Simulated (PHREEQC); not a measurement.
Dissolve 0.0039 mol Cu(BF4)2, 0.00095 mol HNO3 and 3.4e-05 mol FeCl3 per kg of water at 25 °C. Closed to the air; pH follows from the charge balance.

Equilibrium calculation in PHREEQC: ion-association model, wateq4f.dat.

| quantity | before | after |
|---|---|---|
| pH | 2.81 | 2.94 |
| ionic strength (mol/kgw) | 0.0133 | 0.0137 |
| BF4- (mol/kgw) | 0.00583 | 0.00573 |
| HF (mol/kgw) | 0.00366 | 0.00335 |
| F- (mol/kgw) | 0.00176 | 0.00223 |
| H3BO3 (mol/kgw) | 0.00117 | 0.00119 |
| SI of Hematite (Fe2O3) | +0.41 | +0.70 |
| SI of Goethite (FeOOH) | -0.80 | -0.66 |

Problem. Which change was made?
A. HNO3 replaced by KNO3 at the same molality
B. temperature from 25 to 60 °C
C. HNO3 from 0.00095 to 0.00105 mol/kgw
D. Cu(BF4)2 from 0.0039 to 0.00585 mol/kgw

Solution. A, HNO3 replaced by KNO3 at the same molality

This is a speciation only: nothing precipitates in the calculation. Some of these states are supersaturated (in Hematite (slow to form), for instance). Real BF4- forms and hydrolyses slowly; the run takes it at equilibrium. Fluoro complexes past AlF4- and FeF3 are missing from the database.
